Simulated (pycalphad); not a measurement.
Computed with pycalphad from the COST 507 light-alloy database (1999), at 1 atm. The data set is of 1999 and partly superseded. Not assessed as a whole: an extrapolation from subsystems, which can miss ternary compounds. Amounts are mole fractions of atoms. Diffusion is slow at the low end, where real alloys seldom reach equilibrium.

Q: Give the equilibrium state of Ti-5.134V-0.552Si (wt.%) at 550 K.

A: HCP_A3, fraction 0.921, with 0.38 V, 0.15 Si wt.%; BCC_A2, fraction 0.051, with 89.2 V, <0.01 Si wt.%; SITI3, fraction 0.028, with no V, 16.4 Si wt.%.

Q: Give the equilibrium state of Ti-5.134V-0.552Si (wt.%) at 1050 K.

A: BCC_A2, fraction 0.828, with 6.0 V, 0.63 Si wt.%; HCP_A3, fraction 0.172, with 0.84 V, 0.19 Si wt.%.

Database names, with the compositions (at.%) that they take in these runs: SITI3: Ti 75 Si 25. BCC_A2 is bcc; HCP_A3 is hcp. An entry "none" or "no" means that the model of the phase leaves that element out.
